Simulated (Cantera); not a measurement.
A closed system holds: 1 mol Al, 52 mol NH₃, 1.1 mol N₂, 2.6 mol HCl, at 725 K and 0.113 Torr.

These are equilibrium values from Cantera (NASA tables, ideal gas, pure condensed phases), not measurements of a reactor. Candidate condensed phases: Al, AlCl₃, AlN, NH₄Cl; 20 gas species. Rates play no part.

Base state: H₂ 0.728, N₂ 0.248, HCl 0.0236, AlCl₃ 0.000234 (mole fractions); condensed: AlN(s).

**Question.** What changes in the equilibrium state with this change: temperature from 725 K to 2100 K?

**Answer.** 
```
species        before    after
-----------  --------  -------
H₂              0.728    0.560
N₂              0.248    0.226
H               <1e-9    0.190
HCl            0.0236   0.0124
AlCl            <1e-9  0.00621
Cl              <1e-9  0.00310
Al              <1e-9  0.00212
AlCl₃        0.000234  3.43e-9
AlN(s), mol     0.975        0
```
